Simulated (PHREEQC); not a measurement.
Polishing slurry liquid

A solution holds 0.058 mol KOH, 0.0048 mol KNO3 and 0.00047 mol CuSO4 per kg of water, at 25 °C. Closed to the air; pH follows from the charge balance.

Model: ion-association model, wateq4f.dat, run in PHREEQC.

```yaml
pH: 12.65
ionic_strength: 0.0633 mol/kgw
total_alkalinity: 58.0 meq/kg
```

| species | molality | activity | log γ |
|---|---|---|---|
| K+ | 0.0627 | 0.0500 | -0.099 |
| OH- | 0.0567 | 0.0451 | -0.100 |
| NO3- | 0.00480 | 0.00379 | -0.103 |
| SO4-2 | 0.000396 | 0.000171 | -0.366 |
| Cu(OH)2 | 0.000244 | 0.000248 | 0.006 |
| Cu(OH)4-2 | 0.000142 | 6.05e-5 | -0.371 |
| Cu(OH)3- | 8.34e-5 | 6.73e-5 | -0.093 |
| KSO4- | 7.36e-5 | 6.00e-5 | -0.089 |

This is a speciation only: nothing precipitates in the calculation. Saturation is exceeded, for instance for Cu(OH)2, Tenorite (slow to form); the values hold only as long as no solid forms. The database's constant for dissolved Cu(OH)2 is higher than later reviews accept.
